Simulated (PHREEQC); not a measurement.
A solution holds 0.0082 mol H3BO3 per kg of water, at 20 °C. Closed to the air; pH follows from the charge balance.

Equilibrium calculation in PHREEQC: ion-association model, phreeqc.dat.

```
Property                  Value
--------------  ---------------
pH                         5.68
ionic strength  2.08e-6 mol/kgw
```

```json
[
 {"species": "H3BO3", "molality": "0.00820", "activity": "0.00820", "log γ": "0.000"},
 {"species": "H+", "molality": "2.08e-6", "activity": "2.08e-6", "log γ": "-0.001"},
 {"species": "H2BO3-", "molality": "2.08e-6", "activity": "2.07e-6", "log γ": "-0.001"},
 {"species": "OH-", "molality": "3.30e-9", "activity": "3.30e-9", "log γ": "-0.001"}
]
```

Precipitation was switched off in this run.
